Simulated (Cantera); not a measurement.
A perfectly stirred reactor is fed with 29.4 % NO, 70.6 % N2, at 100.0 Torr; it is held at 1948 K, and followed from long to short residence time.

Cantera simulation using GRI-Mech 3.0 (53 species, 325 reactions); the numbers are that mechanism's predictions, not measurements.

### Question
Predict: x(NO) at τ = 5.90 s; x(O2) at τ = 5.90 s; x(N2O) at τ = 5.90 s; x(NO2) at τ = 5.90 s; x(O) at τ = 5.90 s; x(NO) at τ = 59.0 ms; x(O2) at τ = 59.0 ms; x(N2O) at τ = 59.0 ms; x(NO2) at τ = 59.0 ms; x(O) at τ = 59.0 ms.

### Answer
| Item | Result |
|---|---|
| x(NO) at τ = 5.90 s | 0.168 |
| x(O2) at τ = 5.90 s | 0.0627 |
| x(N2O) at τ = 5.90 s | 1.10e-5 |
| x(NO2) at τ = 5.90 s | 6.35e-5 |
| x(O) at τ = 5.90 s | 0.000317 |
| x(NO) at τ = 59.0 ms | 0.293 |
| x(O2) at τ = 59.0 ms | 0.000690 |
| x(N2O) at τ = 59.0 ms | 3.47e-5 |
| x(NO2) at τ = 59.0 ms | 2.72e-5 |
| x(O) at τ = 59.0 ms | 9.19e-5 |
